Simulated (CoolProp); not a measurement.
Vapour-liquid equilibrium of benzene (1) + octamethylcyclotetrasiloxane (D4) (2) at 0.0809 MPa; x and y are mole fractions of (1).

Values from CoolProp's multi-fluid Helmholtz-energy mixture model, Thol 2012 and Thol 2015; pair parameters Bell 2016.

```
x      bubble temperature (°C)  y at the bubble point  dew temperature at overall composition x (°C)  liquid density (mol/L)
-----  -----------------------  ---------------------  ---------------------------------------------  ----------------------
0.05                     156.4                  0.281                                          165.4                   2.784
0.125                    140.9                  0.577                                          162.6                   3.048
0.2                      127.5                  0.750                                          159.7                   3.332
0.275                    116.5                  0.846                                          156.6                   3.637
0.35                     107.9                  0.900                                          153.3                   3.971
0.425                    101.0                  0.933                                          149.6                   4.341
0.5                       95.5                  0.953                                          145.6                   4.759
0.575                     90.9                  0.967                                          141.1                   5.239
0.65                      86.9                  0.977                                          135.9                   5.799
0.725                     83.4                  0.984                                          129.8                   6.463
0.8                       80.2                  0.990                                          122.2                   7.264
0.875                     77.3                  0.995                                          112.2                   8.251
0.95                      74.6                  0.998                                           96.4                   9.493
```

No azeotrope shows between x = 0.05 and 0.95.

Pair parameters are fitted to limited data, so mixtures are less certain than the pure fluids.
